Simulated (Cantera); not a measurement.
A perfectly stirred reactor is fed with CH4 : H2 : O2 = 0.0075 : 1 : 0.011 (molar parts), at 0.188 atm; it is held at 2673 K, and followed from long to short residence time.

Detailed kinetics in Cantera: GRI-Mech 3.0 (53 species, 325 reactions).

One state of this run: x CH4 = 2.37e-6; x H2 = 0.873; x O2 = 3.94e-7; x C2H4 = 9.36e-11; x CH3 = 4.91e-6; x CO2 = 1.55e-5. x: mole fraction; the columns are a selection and need not sum to one.

Question: Which value of τ (s) does it belong to?
A. 0.024
B. 0.20
C. 0.099
D. 0.0028

Answer: C, 0.099
